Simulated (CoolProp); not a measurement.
The numbers come from the reference Helmholtz-energy equation of state, Platzer 1990 in CoolProp. This equation is an older, rougher fit.

Task: For CF4 (R14), give the phase and the Joule-Thomson coefficient (K/MPa), viscosity (µPa s), conductivity (mW/(m K)) at 275 K and 0.101 MPa.

Result: 
- 275 K and 0.101 MPa: gas; Joule-Thomson coefficient 6.62, viscosity 16.1, conductivity 14.2

Viscosity comes from a separate model (Huber 2003), an estimate that may be off by 10 % or more. Thermal conductivity comes from a separate model (Huber 2003), an estimate that may be off by 10 % or more.
